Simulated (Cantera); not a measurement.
Input: 1 mol Si(CH3)4, 1.5 mol HCl, 3.6 mol H2, equilibrated at 1975 °C and 0.133 bar.

Method: chemical equilibrium by Gibbs-energy minimisation in Cantera with the NASA 1993 tables (ideal gas, pure condensed phases). Candidate condensed phases: C, C6H6, C7H8, C8H18, Si, SiC; 109 gas species. The tables' values for SiCl, SiCl3 are old estimates; treat these amounts as uncertain. Gases not in the tables: Si2H6 and higher silanes. Kinetics and transport are ignored.

Base state: H2 0.848, HCl 0.123, H 0.0185, SiCl2 0.00408, C2H2 (acetylene) 0.00281, Cl 0.00195, Si 0.000541, SiCl 0.000271 (mole fractions); condensed: C(graphite) + SiC(s).

What changes in the equilibrium state with this change: pressure from 0.133 bar to 0.0110 bar?


```csv
species,before,after
H2,0.848,0.801
HCl,0.123,0.114
H,0.0185,0.0627
Si,0.000541,0.00656
CH4,2.28e-5,1.68e-6
Si2C,3.73e-5,0.000452
Si2,1.18e-6,1.43e-5
SiC2,6.22e-5,0.000753
SiCl3,2.11e-5,5.31e-6
"C(graphite), mol",2.99,3.07
"SiC(s), mol",0.942,0.847
```
The tables' values for SiCl are old estimates; treat these amounts as uncertain.

What changes in the equilibrium state with this change: H2 from 3.6 to 580 mol?


```tsv
species	before	after
H2	0.848	0.974
H	0.0185	0.0199
C2H2 (acetylene)	0.00281	0.00284
HCl	0.123	0.00248
SiCl2	0.00408	1.54e-6
Si	0.000541	0.000576
SiCl3	2.11e-5	<1e-9
Cl	0.00195	3.66e-5
C(graphite), mol	2.99	0
SiC(s), mol	0.942	0.492
```

What changes in the equilibrium state with this change: pressure from 0.133 bar to 0.420 bar?


| species | before | after |
|---|---|---|
| H2 | 0.848 | 0.856 |
| HCl | 0.123 | 0.125 |
| H | 0.0185 | 0.0105 |
| SiCl2 | 0.00408 | 0.00414 |
| CH4 | 2.28e-5 | 7.31e-5 |
| Si2C | 3.73e-5 | 1.18e-5 |
| C(graphite), mol | 2.99 | 2.99 |
| SiC(s), mol | 0.942 | 0.948 |
